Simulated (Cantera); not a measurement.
What does this Cantera script print?

```python
import numpy as np
import cantera as ct

gas = ct.Solution("gri30.yaml")
gas.TPX = 1500, 1000000, {'CH4': 0.011, 'O2': 0.011, 'N2': 1}
reactor = ct.IdealGasConstPressureReactor(gas, energy="off", clone=False)
net = ct.ReactorNet([reactor])
net.rtol, net.atol = 1e-08, 1e-18
show = ['CH4', 'O2', 'O', 'CH2', 'OH', 'CH3']
times = np.geomspace(2e-05, 1, 15)

steps = ct.SolutionArray(gas, extra=["t"])
rows = []
print(f"{'t/s':>10s}{'T/K':>9s}{'P/Pa':>11s}" + "".join(f"{s:>11s}" for s in show))
for t in times:
    while net.time < t:
        t_next = net.step()
        steps.append(gas.state, t=t_next)
    rows.append([np.interp(t, steps.t, y) for y in (steps.T, steps.P, *steps(*show).X.T)])
    print(f"{t:10.3e}{rows[-1][0]:9.1f}{rows[-1][1]:11.4g}" + "".join(f"{x:11.3e}" for x in rows[-1][2:]))
rate = np.gradient(steps.T, steps.t)
print("integrator steps:", len(steps.t))
if steps.T.max() > steps.T[0] + 200:
    print(f"time of steepest temperature rise: {steps.t[rate.argmax()]:.4e} s")
gas.TPX = 1500, 1000000, {'CH4': 0.011, 'O2': 0.011, 'N2': 1}
gas.equilibrate("TP")
print(f"equilibrium (TP): T = {gas.T:.1f} K  " + "  ".join(f"{s} {gas[s].X[0]:.3e}" for s in show))
```

Result:

```
       t/s      T/K       P/Pa        CH4         O2          O        CH2         OH        CH3
 2.000e-05   1500.0      1e+06  1.076e-02  1.076e-02  1.766e-09  1.055e-12  3.439e-09  9.498e-07
 4.332e-05   1500.0      1e+06  1.076e-02  1.076e-02  2.485e-09  4.199e-12  5.325e-09  2.196e-06
 9.382e-05   1500.0      1e+06  1.076e-02  1.076e-02  3.959e-09  1.742e-11  8.932e-09  4.919e-06
 2.032e-04   1500.0      1e+06  1.075e-02  1.076e-02  6.290e-09  5.421e-11  1.432e-08  9.032e-06
 4.401e-04   1500.0      1e+06  1.071e-02  1.074e-02  8.809e-09  1.054e-10  2.028e-08  1.248e-05
 9.533e-04   1500.0      1e+06  1.061e-02  1.070e-02  1.369e-08  2.214e-10  3.218e-08  1.722e-05
 2.065e-03   1500.0      1e+06  1.026e-02  1.054e-02  2.817e-08  6.863e-10  6.721e-08  2.624e-05
 4.472e-03   1500.0      1e+06  8.637e-03  9.605e-03  9.376e-08  4.721e-09  2.157e-07  4.124e-05
 9.686e-03   1500.0      1e+06  1.799e-03  1.454e-03  1.159e-07  3.412e-08  4.172e-07  2.036e-05
 2.098e-02   1500.0      1e+06  1.377e-03  2.215e-04  5.201e-09  3.319e-09  6.866e-08  4.985e-06
 4.544e-02   1500.0      1e+06  1.335e-03  5.529e-05  6.804e-10  6.458e-10  3.177e-08  2.533e-06
 9.842e-02   1500.0      1e+06  1.297e-03  8.489e-06  8.048e-11  1.926e-10  2.287e-08  1.851e-06
 2.132e-01   1500.0      1e+06  1.230e-03  2.345e-07  2.699e-12  1.212e-10  2.069e-08  1.624e-06
 4.617e-01   1500.0      1e+06  1.115e-03  8.245e-11  5.452e-13  1.067e-10  1.949e-08  1.421e-06
 1.000e+00   1500.0      1e+06  9.465e-04  3.236e-13  4.903e-13  9.216e-11  1.837e-08  1.168e-06
integrator steps: 1926
equilibrium (TP): T = 1500.0 K  CH4 9.078e-10  O2 1.588e-13  O 5.141e-13  CH2 3.729e-17  OH 1.198e-08  CH3 9.088e-13
```

Cantera simulation using GRI-Mech 3.0 (53 species, 325 reactions); the numbers are that mechanism's predictions, not measurements.
